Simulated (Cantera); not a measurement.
A Cantera script and its output.

```python
import numpy as np
import cantera as ct

gas = ct.Solution("h2o2.yaml")
gas.TPX = 550, 101325, {'H2': 1, 'O2': 0.312, 'N2': 1.17}
flame = ct.FreeFlame(gas, width=0.04)
flame.set_refine_criteria(ratio=3, slope=0.08, curve=0.16)
flame.transport_model = "mixture-averaged"
flame.solve(loglevel=0, auto=True)
z, T = flame.grid, flame.T
thick = (T[-1] - T[0]) / np.gradient(T, z).max()
show = ['H2', 'O2', 'O', 'H', 'H2O', 'H2O2']
print(f"laminar burning velocity  {flame.velocity[0] * 100:.3f} cm/s")
print(f"burnt temperature         {T[-1]:.1f} K")
print(f"thermal thickness         {thick * 1e3:.4f} mm")
print(f"grid points               {len(z)}")
z0 = z[flame.heat_release_rate.argmax()]
print(f"{'z/mm':>9s}{'T/K':>9s}{'u/(m/s)':>9s}" + "".join(f"{s:>11s}" for s in show))
rows = []
for k in (-3, -2, -1.5, -1, -0.5, -0.25, 0, 0.25, 0.5, 1, 2, 4, 8):
    zz = z0 + k * thick
    rows.append([k * thick, np.interp(zz, z, T), np.interp(zz, z, flame.velocity),
                 *(np.interp(zz, z, flame.X[gas.species_index(s)]) for s in show)])
    print(f"{rows[-1][0] * 1e3:9.3f}{rows[-1][1]:9.1f}{rows[-1][2]:9.3f}" + "".join(f"{x:11.3e}" for x in rows[-1][3:]))
```

Output:

```
laminar burning velocity  783.961 cm/s
burnt temperature         2390.9 K
thermal thickness         0.4275 mm
grid points               140
     z/mm      T/K  u/(m/s)         H2         O2          O          H        H2O       H2O2
   -1.283    550.0    7.840  4.029e-01  1.257e-01  9.536e-16  1.946e-16  1.635e-13  3.446e-16
   -0.855    550.0    7.840  4.029e-01  1.257e-01  1.984e-13  9.798e-14  1.991e-11  5.466e-14
   -0.641    550.0    7.840  4.029e-01  1.257e-01  1.351e-11  3.754e-11  7.893e-10  3.022e-12
   -0.428    550.0    7.840  4.029e-01  1.257e-01  1.302e-09  1.398e-08  6.229e-08  3.469e-10
   -0.214    566.7    8.045  3.997e-01  1.258e-01  8.379e-06  1.742e-04  6.308e-04  3.743e-06
   -0.107    797.0   11.058  3.663e-01  1.198e-01  3.254e-04  8.348e-03  1.997e-02  1.582e-05
    0.000   1237.8   16.643  2.552e-01  7.887e-02  4.372e-03  5.170e-02  1.088e-01  3.042e-06
    0.107   1536.5   20.425  1.572e-01  2.203e-02  6.242e-03  8.771e-02  2.153e-01  1.734e-06
    0.214   1667.2   22.010  1.362e-01  6.826e-03  5.011e-03  8.948e-02  2.454e-01  1.120e-06
    0.428   1798.5   23.535  1.385e-01  3.378e-03  4.043e-03  7.716e-02  2.542e-01  6.609e-07
    0.855   1935.4   25.075  1.457e-01  2.336e-03  2.989e-03  6.101e-02  2.598e-01  3.568e-07
    1.710   2069.7   26.540  1.525e-01  1.433e-03  1.895e-03  4.515e-02  2.662e-01  1.880e-07
    3.420   2185.6   27.766  1.581e-01  7.575e-04  1.023e-03  3.138e-02  2.726e-01  1.022e-07
```

Detailed kinetics in Cantera: the H2/O2 subset of GRI-Mech 3.0, which has no nitrogen chemistry. Burning velocities carry a grid error of a few per cent, more on coarse grids.
